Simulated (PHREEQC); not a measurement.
0.019 g of hydrous ferric oxide (600 m²/g; 0.2 weak and 0.005 strong sites per Fe, Dzombak-Morel constants, diffuse double layer) in 1 kg of water with 0.001 mol/kgw of an inert sodium salt, at 25 °C; the pH is set by adding NaOH or the inert anion's acid. O2 is buffered at 0.21 atm. CO2 from the air is kept out. Precipitation was switched off in this run.

Model: ion-association model, wateq4f.dat, run in PHREEQC.

| pH | surface charge σ (C/m²) | surface potential ψ (mV) |
|---|---|---|
| 4 | 0.117 | 210 |
| 4.5 | 0.078 | 191 |
| 5.5 | 0.031 | … |
| 6 | 0.019 | … |
| 6.5 | 0.011 | 92 |
| 7.5 | 0.003 | 35 |
| 8 | 0.000 | … |
| 8.5 | -0.002 | -23 |
| 9.5 | -0.008 | -80 |
| 10 | -0.015 | -107 |

Some entries are withheld; supply them.


- 5.5, surface potential ψ (mV): 145
- 6, surface potential ψ (mV): 119
- 8, surface potential ψ (mV): 6

Complexes and solids missing from the database can't appear.
